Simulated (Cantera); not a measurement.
What does this Cantera script print?

```python
import numpy as np
import cantera as ct

gas = ct.Solution("gri30.yaml")
gas.TPX = 1550, 140000, {'CH2O': 0.0092, 'O2': 0.0027, 'N2': 1}
reactor = ct.IdealGasConstPressureReactor(gas, energy="off", clone=False)
net = ct.ReactorNet([reactor])
net.rtol, net.atol = 1e-08, 1e-18
show = ['CH2O', 'O2', 'CH2CO', 'CO2', 'N2O', 'CH3']
times = np.geomspace(5e-05, 100, 15)

steps = ct.SolutionArray(gas, extra=["t"])
rows = []
print(f"{'t/s':>10s}{'T/K':>9s}{'P/Pa':>11s}" + "".join(f"{s:>11s}" for s in show))
for t in times:
    while net.time < t:
        t_next = net.step()
        steps.append(gas.state, t=t_next)
    rows.append([np.interp(t, steps.t, y) for y in (steps.T, steps.P, *steps(*show).X.T)])
    print(f"{t:10.3e}{rows[-1][0]:9.1f}{rows[-1][1]:11.4g}" + "".join(f"{x:11.3e}" for x in rows[-1][2:]))
rate = np.gradient(steps.T, steps.t)
print("integrator steps:", len(steps.t))
if steps.T.max() > steps.T[0] + 200:
    print(f"time of steepest temperature rise: {steps.t[rate.argmax()]:.4e} s")
gas.TPX = 1550, 140000, {'CH2O': 0.0092, 'O2': 0.0027, 'N2': 1}
gas.equilibrate("TP")
print(f"equilibrium (TP): T = {gas.T:.1f} K  " + "  ".join(f"{s} {gas[s].X[0]:.3e}" for s in show))
```

Output:

```
       t/s      T/K       P/Pa       CH2O         O2      CH2CO        CO2        N2O        CH3
 5.000e-05   1550.0    1.4e+05  8.761e-03  2.645e-03  4.168e-11  3.666e-08  2.854e-10  4.173e-10
 1.409e-04   1550.0    1.4e+05  3.662e-03  2.372e-03  5.540e-09  1.146e-05  4.570e-09  2.238e-08
 3.973e-04   1550.0    1.4e+05  1.688e-10  3.551e-04  1.067e-13  5.508e-04  1.916e-08  2.018e-10
 1.120e-03   1550.0    1.4e+05  1.197e-10  1.162e-05  2.215e-16  1.670e-03  4.139e-09  2.763e-13
 3.157e-03   1550.0    1.4e+05  7.763e-11  1.753e-06  3.451e-16  1.808e-03  1.481e-09  1.733e-13
 8.899e-03   1550.0    1.4e+05  4.809e-11  2.500e-07  5.106e-16  1.764e-03  5.407e-10  9.711e-14
 2.508e-02   1550.0    1.4e+05  3.348e-11  3.260e-08  5.022e-16  1.736e-03  1.988e-10  6.181e-14
 7.071e-02   1550.0    1.4e+05  2.759e-11  4.092e-09  3.515e-16  1.726e-03  1.023e-10  3.593e-14
 1.993e-01   1550.0    1.4e+05  2.542e-11  5.069e-10  1.872e-16  1.722e-03  8.989e-11  1.768e-14
 5.619e-01   1550.0    1.4e+05  2.464e-11  6.539e-11  7.317e-17  1.720e-03  5.717e-11  7.804e-15
 1.584e+00   1550.0    1.4e+05  2.434e-11  1.105e-11  2.729e-17  1.720e-03  2.069e-11  3.881e-15
 4.465e+00   1550.0    1.4e+05  2.424e-11  4.589e-12  1.980e-17  1.720e-03  7.211e-12  3.351e-15
 1.258e+01   1550.0    1.4e+05  2.423e-11  4.105e-12  2.826e-17  1.720e-03  3.955e-12  5.118e-15
 3.548e+01   1550.0    1.4e+05  2.423e-11  4.086e-12  5.141e-17  1.720e-03  3.454e-12  9.715e-15
 1.000e+02   1550.0    1.4e+05  2.423e-11  4.085e-12  8.433e-17  1.720e-03  2.912e-12  1.636e-14
integrator steps: 2304
equilibrium (TP): T = 1550.0 K  CH2O 2.423e-11  O2 4.085e-12  CH2CO 5.798e-17  CO2 1.720e-03  N2O 6.124e-13  CH3 1.149e-14
```

Model: GRI-Mech 3.0 (53 species, 325 reactions), integrated in Cantera.
